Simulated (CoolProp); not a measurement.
A single-stage vapour-compression cycle with R21: evaporating at 314.15 K (dew point), condensing at 363.15 K (bubble point), superheat 2 K, subcooling 8 K, compressor efficiency 0.8, no pressure losses. Each further row changes one setting.

Values from CoolProp's reference Helmholtz-energy equation of state, Platzer 1990. This equation is an older, rougher fit; its heat capacities, sound speeds and derivatives of the liquid may be far off and weren't checked against measurements.

```tsv
case	cooling COP	pressure ratio	discharge temperature (K)	refrigerating effect (kJ/kg)	volumetric capacity (kJ/m³)
as stated	4.48	3.53	389.4	176	2270
evaporating temperature 319.15 K	5.15	3.04	386.3	179	2650
condensing temperature 358.15 K	5.09	3.15	382.5	182	2350
subcooling 13 K	4.62	3.53	389.4	182	2350
superheat 12 K	4.46	3.53	400.2	183	2270
compressor efficiency 0.7	3.92	3.53	396.6	176	2270
```
